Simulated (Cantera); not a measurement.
What does this Cantera script print?

```python
import numpy as np
import cantera as ct

gas = ct.Solution("gri30.yaml")
gas.TPX = 1723, 2666, {'CH4': 0.019, 'H2': 1}
reactor = ct.IdealGasConstPressureReactor(gas, energy="off", clone=False)
net = ct.ReactorNet([reactor])
net.rtol, net.atol = 1e-08, 1e-18
show = ['CH4', 'H2', 'CH3', 'CH2', 'C2H6']
times = np.geomspace(4e-05, 3, 10)

steps = ct.SolutionArray(gas, extra=["t"])
rows = []
print(f"{'t/s':>10s}{'T/K':>9s}{'P/Pa':>11s}" + "".join(f"{s:>11s}" for s in show))
for t in times:
    while net.time < t:
        t_next = net.step()
        steps.append(gas.state, t=t_next)
    rows.append([np.interp(t, steps.t, y) for y in (steps.T, steps.P, *steps(*show).X.T)])
    print(f"{t:10.3e}{rows[-1][0]:9.1f}{rows[-1][1]:11.4g}" + "".join(f"{x:11.3e}" for x in rows[-1][2:]))
rate = np.gradient(steps.T, steps.t)
print("integrator steps:", len(steps.t))
if steps.T.max() > steps.T[0] + 200:
    print(f"time of steepest temperature rise: {steps.t[rate.argmax()]:.4e} s")
gas.TPX = 1723, 2666, {'CH4': 0.019, 'H2': 1}
gas.equilibrate("TP")
print(f"equilibrium (TP): T = {gas.T:.1f} K  " + "  ".join(f"{s} {gas[s].X[0]:.3e}" for s in show))
```

It prints:

```
       t/s      T/K       P/Pa        CH4         H2        CH3        CH2       C2H6
 4.000e-05   1723.0       2666  1.865e-02  9.814e-01  4.156e-07  2.115e-13  1.116e-13
 1.392e-04   1723.0       2666  1.864e-02  9.814e-01  1.219e-06  2.961e-12  3.424e-12
 4.846e-04   1723.0       2666  1.864e-02  9.813e-01  3.984e-06  3.980e-11  1.058e-10
 1.687e-03   1723.0       2666  1.863e-02  9.813e-01  1.359e-05  4.985e-10  2.579e-09
 5.872e-03   1723.0       2666  1.860e-02  9.812e-01  4.678e-05  5.995e-09  3.879e-08
 2.044e-02   1723.0       2666  1.845e-02  9.810e-01  1.542e-04  6.423e-08  3.435e-07
 7.114e-02   1723.0       2666  1.749e-02  9.809e-01  3.256e-04  2.897e-07  1.037e-06
 2.476e-01   1723.0       2666  1.391e-02  9.826e-01  2.874e-04  2.863e-07  7.553e-07
 8.619e-01   1723.0       2666  7.887e-03  9.857e-01  1.696e-04  1.811e-07  2.558e-07
 3.000e+00   1723.0       2666  3.008e-03  9.882e-01  6.726e-05  7.680e-08  3.930e-08
integrator steps: 625
equilibrium (TP): T = 1723.0 K  CH4 2.614e-04  H2 9.896e-01  CH3 5.984e-06  CH2 7.129e-09  C2H6 5.017e-10
```

Model: GRI-Mech 3.0 (53 species, 325 reactions), integrated in Cantera. GRI-Mech 3.0 stops at C3 and has no aromatics, soot or wall deposition, so with more carbon than oxygen in the feed, carbon stays in small species such as C2H2 where larger ones or solid carbon would form. Radical loss at walls, strong at low pressure, is not modelled.
